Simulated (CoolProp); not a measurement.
Values from CoolProp's reference Helmholtz-energy equation of state, Zhou 2012.

**Question.** For ethylbenzene, give the phase and the speed of sound (m/s), fugacity coefficient at 311 K and 0.306 MPa.

**Answer.** 
- 311 K and 0.306 MPa: liquid; speed of sound 1270, fugacity coefficient 0.00851
